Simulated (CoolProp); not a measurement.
R404A along the isobar 1.01 bar: density (kg/m³) from the reference equation and from simpler models built on Tc = 345.3 K, pc = 37.35 bar, ω = 0.293; each cubic takes its own stable root.

Values from CoolProp's reference Helmholtz-energy equation of state, Lemmon 2003. It is a pseudo-pure fit of the blend.

```
T (K)   phase  reference
-----  ------  ---------
214.2  liquid       1345
239.4     gas      5.151
247.7     gas      4.953
256.1     gas      4.770
264.5     gas      4.603
272.9     gas      4.448
281.3     gas      4.304
```

How far does each simpler model (Redlich-Kwong, Peng-Robinson) lie from the reference over these 7 states: mean and median of the absolute difference, and the worst?


- Redlich-Kwong: mean 14.9 %, median 0.8 %, worst -99.6 % at 214.2 K and 1.01 bar
- Peng-Robinson: mean 0.5 %, median 0.4 %, worst -1.2 % at 214.2 K and 1.01 bar

At some of these states Redlich-Kwong gives the other phase, because its saturation line lies elsewhere.
